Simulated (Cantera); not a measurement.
A jet of 7.93 % CH4, 14.7 % O2, 77.4 % N2 at 300 K and 82.5 Torr hits a platinum plate 7.2 cm away at a mass flux of 0.023 kg/m²/s; the plate temperature is set and raised in steps from an oxygen-covered start.

Computed with Cantera and Deutschmann's 1995 Pt surface mechanism with GRI-Mech 3.0 gas chemistry. Catalytic surfaces can have several steady states; this one follows from the mechanism file's or the stated starting coverage.

One state of this run: wall x CH4 = 0.00222; wall x O2 = 0.00128; wall x H2O = 0.139; wall x OH = <1e-8; wall x CO = 0.0330; wall x CO2 = 0.0556; θ free Pt = 0.912; θ O* = 2.87e-5; θ OH* = 2.42e-5; θ CO* = 0.0859; θ C* = 0.00115. x: mole fraction at the wall; θ: surface coverage.

Task: Which value of plate T (K) does it belong to?
A. 1000
B. 950
C. 900
D. 1050

Result: D, 1050
